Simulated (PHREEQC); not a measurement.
Dissolve 0.028 mol/kgw NH3, 3.3e-05 mol/kgw H4SiO4 and 0.00024 mol/kgw KH2PO4 at 25 °C. Closed to the air; pH follows from the charge balance.

Computed with PHREEQC (ion-association model, phreeqc.dat).

| quantity | before | after |
|---|---|---|
| pH | 10.75 | 9.35 |
| ionic strength (mol/kgw) | 0.00137 | 0.00134 |
| NH3 (mol/kgw) | 0.0271 | 0.0271 |
| NH4+ (mol/kgw) | 0.000875 | 0.000861 |

Question: Which change was made?
A. H4SiO4 left out
B. diluted 100-fold with water
C. diluted 2-fold with water
D. KH2PO4 left out
E. temperature from 25 to 80 °C

Answer: E, temperature from 25 to 80 °C

No solid was allowed to form. At this temperature some constants are extrapolated from 25 °C, and those without enthalpy data are left unchanged.
